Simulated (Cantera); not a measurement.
An isothermal, constant-pressure homogeneous reactor starts with CH₄ : H₂O : H₂ = 1 : 0.41 : 0.18 (molar parts), at 1325 K and 25000 Pa.

Model: GRI-Mech 3.0 (53 species, 325 reactions), integrated in Cantera. GRI-Mech 3.0 stops at C3 and has no aromatics, soot or wall deposition, so with more carbon than oxygen in the feed, carbon stays in small species such as C2H2 where larger ones or solid carbon would form.

### Question
Predict: x(CH₄) at 40.0 s; x(H₂O) at 40.0 s; x(H₂) at 40.0 s; x(CH₂O) at 40.0 s; x(CO) at 40.0 s.

### Answer
x(CH₄) at 40.0 s: 0.391 (gas-phase equilibrium 0.156)
x(H₂O) at 40.0 s: 0.220 (gas-phase equilibrium 8.21e-7)
x(H₂) at 40.0 s: 0.313 (gas-phase equilibrium 0.648)
x(CH₂O) at 40.0 s: 5.00e-8 (gas-phase equilibrium 1.20e-8)
x(CO) at 40.0 s: 0.00159 (gas-phase equilibrium 0.159)
